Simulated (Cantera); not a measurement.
# Moist CO burnout

An isothermal, constant-pressure homogeneous reactor starts with CO : O2 : H2O : N2 = 0.0034 : 0.075 : 0.00056 : 1 (molar parts), equivalence ratio 0.023, at 925 K and 0.454 atm.

Detailed kinetics in Cantera: GRI-Mech 3.0 (53 species, 325 reactions).

| t (s) | x CO | x O2 | x H2O | x NO2 | x NO |
|---|---|---|---|---|---|
| 8.00e-6 | 0.00315 | 0.0695 | 0.000519 | <1e-12 | <1e-12 |
| 2.62e-5 | 0.00315 | 0.0695 | 0.000519 | <1e-12 | <1e-12 |
| 8.58e-5 | 0.00315 | 0.0695 | 0.000519 | <1e-12 | <1e-12 |
| 0.000281 | 0.00315 | 0.0695 | 0.000519 | <1e-12 | <1e-12 |
| 0.000921 | 0.00315 | 0.0695 | 0.000519 | <1e-12 | <1e-12 |
| 0.00302 | 0.00315 | 0.0695 | 0.000519 | <1e-12 | <1e-12 |
| 0.00988 | 0.00315 | 0.0695 | 0.000519 | <1e-12 | <1e-12 |
| 0.0324 | 0.00315 | 0.0695 | 0.000519 | <1e-12 | <1e-12 |
| 0.106 | 0.00315 | 0.0695 | 0.000519 | <1e-12 | <1e-12 |
| 0.347 | 0.00315 | 0.0695 | 0.000519 | <1e-12 | <1e-12 |
| 1.14 | 0.00315 | 0.0695 | 0.000519 | <1e-12 | <1e-12 |
| 3.73 | 0.00308 | 0.0695 | 0.000518 | <1e-12 | <1e-12 |
| 12.2 | 0.00271 | 0.0693 | 0.000518 | 2.13e-11 | 1.46e-11 |
| 40.0 | 0.00176 | 0.0689 | 0.000519 | 2.40e-10 | 1.52e-10 |
x: mole fraction; the columns are a selection and need not sum to one.

Equilibrium at this temperature and pressure: CO <1e-12, O2 0.0680, H2O 0.000520, NO2 2.90e-7, NO 7.97e-6 (gas phase only).
